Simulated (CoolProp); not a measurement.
Carbon monoxide at 293.15 K and 3.32 MPa is compressed adiabatically to 8.88 MPa with isentropic efficiency 0.7. Each further row changes one setting.

Model: reference Helmholtz-energy equation of state, Lemmon 2006, in CoolProp. It is a short technical equation, of lower accuracy than the large ones.

```csv
case,work (kJ/kg),final temperature (K),final density (kg/m³)
as stated,…,428.8,67.5
efficiency 1,99.8,…,…
efficiency 0.65,154,438.6,65.9
```

### Question
What belongs in the gaps?

### Answer

- as stated, work (kJ/kg): 143
- efficiency 1, final temperature (K): 390.6
- efficiency 1, final density (kg/m³): 74.5
